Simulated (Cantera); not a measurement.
What does this Cantera script print?

```python
import numpy as np
import cantera as ct

gas_names = """
    Fe FeO Fe(OH)2 H HO2 H2 H2O H2O2 H2S H2SO4 O OH O2 O3 S SH SO SO2 SO3 S2 S2O S8
""".split()
cond_names = """
    Fe(a) Fe(c) Fe(d) Fe(L) FeO(s) FeO(L) Fe(OH)2(s) Fe(OH)3(s) FeS(a) FeS(b) FeS(c) FeS(L) FeSO4(s)
    FeS2(s) Fe2O3(s) Fe2S3O12(s) Fe3O4(s) H2O(s) H2O(L) H2SO4(L) S(cr1) S(cr2) S(L)
""".split()


def load(file, names, dense=False):
    # The tables refer to 1 bar. Condensed volumes are neglected.
    table = {s.name: s for s in ct.Species.list_from_file(file)}
    out = []
    for n in names:
        d = dict(table[n].input_data)
        d["thermo"] = dict(d["thermo"], **{"reference-pressure": 1e5})
        if dense:
            d["equation-of-state"] = {"model": "constant-volume", "density": "1e6 g/cm^3"}
        out.append(ct.Species.from_dict(d))
    return out


gas = ct.Solution(thermo="ideal-gas", species=load("nasa_gas.yaml", gas_names))
cond = {s.name: ct.Solution(thermo="fixed-stoichiometry", species=[s], name=s.name)
        for s in load("nasa_condensed.yaml", cond_names, dense=True)}
atoms = {
    'FeS2': {'Fe': 1, 'S': 2},
    'H2S': {'H': 2, 'S': 1},
    'O2': {'O': 2},
}
top_T = {'FeSO4(s)': 950, 'FeS2(s)': 1010, 'Fe2O3(s)': 1830, 'Fe2S3O12(s)': 1100, 'Fe3O4(s)': 1870}  # K; cautious upper limits of use, not melting points


def equilibrate(T, P, feed):
    n = {}
    for name, mol in feed.items():
        for a, k in atoms[name].items():
            n[a] = n.get(a, 0.0) + k * mol
    gas.TPX = T, P, n
    mass = sum(n.values()) * gas.mean_molecular_weight
    gas.equilibrate("TP")
    valid = [c for c in cond.values() if c.min_temp <= T <= top_T.get(c.name, c.max_temp)]
    mix = ct.Mixture([(gas, mass / gas.mean_molecular_weight)] + [(c, 0.0) for c in valid])
    mix.T, mix.P = T, P
    mix.equilibrate("TP", solver="vcs", rtol=1e-11, max_steps=5000)
    return mix


results = []
feed = {'FeS2': 1, 'H2S': 0.087, 'O2': 0.044}  # mol
T = 1473  # K
for P in [1000, 2600, 6700, 17000, 45000, 120000, 300000, 770000, 2000000]:
    mix = equilibrate(T, P, feed)
    results.append((T, P, feed, dict(zip(mix.species_names, mix.species_moles))))

top = {s: max(r[3][s] / sum(r[3][g] for g in gas_names) for r in results) for s in gas_names}
cols = sorted((s for s in top if top[s] > 1e-05), key=lambda s: -top[s])[:7]
seen = [c for c in cond_names if any(r[3].get(c, 0) > 1e-12 for r in results)]
print("log10 of partial pressures in bar; condensed amounts in mol")
print(f"{'P/Pa':>10s}" + "".join(f"{s[:9]:>10s}" for s in cols + seen))
for T, P, feed, n in results:
    ng = sum(n[g] for g in gas_names)
    print(f"{P:10.4g}" + "".join(f"{np.log10(max(n[s] / ng * P / 1e5, 1e-99)):10.3f}" for s in cols)
          + "".join(f"{n.get(c, 0):10.4g}" for c in seen))
```

Result:

```
log10 of partial pressures in bar; condensed amounts in mol
      P/Pa        S2       H2S       H2O        H2       SO2       S2O        SO    FeS(L)
      1000    -2.084    -3.739    -3.164    -3.315    -3.499    -4.611    -4.414         1
      2600    -1.669    -3.196    -2.732    -2.980    -3.097    -4.099    -4.109         1
      6700    -1.258    -2.673    -2.314    -2.662    -2.691    -3.588    -3.803         1
   1.7e+04    -0.854    -2.171    -1.911    -2.362    -2.284    -3.081    -3.499         1
   4.5e+04    -0.433    -1.660    -1.500    -2.062    -1.851    -2.549    -3.177         1
   1.2e+05    -0.008    -1.158    -1.095    -1.772    -1.409    -2.009    -2.850         1
     3e+05     0.388    -0.699    -0.726    -1.511    -0.993    -1.505    -2.543         1
   7.7e+05     0.795    -0.236    -0.354    -1.252    -0.565    -0.986    -2.227         1
     2e+06     1.206     0.226     0.014    -0.996    -0.135    -0.462    -1.909         1
```

Equilibrium computed with Cantera from the NASA thermochemical tables; the gas is ideal and each condensed phase is pure. FeS: taken at fixed stoichiometry.
